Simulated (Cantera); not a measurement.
A closed system holds: 1 mol (CH₃)₂SiCl₂, 0.028 mol CH₄, 360 mol H₂, 0.9 mol C₂H₄, held at 0.00133 bar.

These are equilibrium values from Cantera (NASA tables, ideal gas, pure condensed phases), not measurements of a reactor. Candidate condensed phases: C, C₆H₆, C₇H₈, C₈H₁₈, Si, SiC; 109 gas species. The feed counts by its element totals alone. Kinetics and transport are ignored. All values below are at 1898 K.

Base state: H₂ 0.973, H 0.0211, HCl 0.00531, C₂H₂ (acetylene) 0.000366, Si 0.000339, Cl 8.70e-5, SiH 1.07e-5 (mole fractions); condensed: C(graphite) + SiC(s).

Task: What changes in the equilibrium state with this change: pressure from 0.00133 bar to 0.133 bar?

Result: 
```json
[
 {"species": "H₂", "before": "0.973", "after": "0.992"},
 {"species": "HCl", "before": "0.00531", "after": "0.00545"},
 {"species": "H", "before": "0.0211", "after": "0.00213"},
 {"species": "Si", "before": "0.000339", "after": "3.39e-6"},
 {"species": "CH₄", "before": "7.13e-7", "after": "7.42e-5"},
 {"species": "SiH", "before": "1.07e-5", "after": "1.08e-6"},
 {"species": "Cl", "before": "8.70e-5", "after": "8.84e-6"},
 {"species": "C₂H₂ (acetylene)", "before": "0.000366", "after": "0.000373"},
 {"species": "C(graphite), mol", "before": "2.69", "after": "2.53"},
 {"species": "SiC(s), mol", "before": "0.860", "after": "0.996"}
]
```
